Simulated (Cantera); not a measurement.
A freely propagating, adiabatic, planar premixed flame of H2 : O2 : N2 : H2O = 1 : 0.227 : 0.855 : 0.028 (molar parts), unburnt at 648 K and 1.00 atm; mixture-averaged transport, grid criteria slope 0.08 and curve 0.16, no radiation.

Detailed kinetics in Cantera: the H2/O2 subset of GRI-Mech 3.0, which has no nitrogen chemistry. Burning velocities carry a grid error of a few per cent, more on coarse grids.

Question: Predict: laminar burning velocity; thermal thickness; peak x(O); peak x(OH); peak x(H2O2); peak x(H).

Answer: 
```json
{
  "laminar_burning_velocity": "998 cm/s",
  "thermal_thickness": "0.461 mm",
  "peak x(O)": "0.00362",
  "peak x(OH)": "0.00435",
  "peak x(H2O2)": "5.72e-6",
  "peak x(H)": "0.0919"
}
```
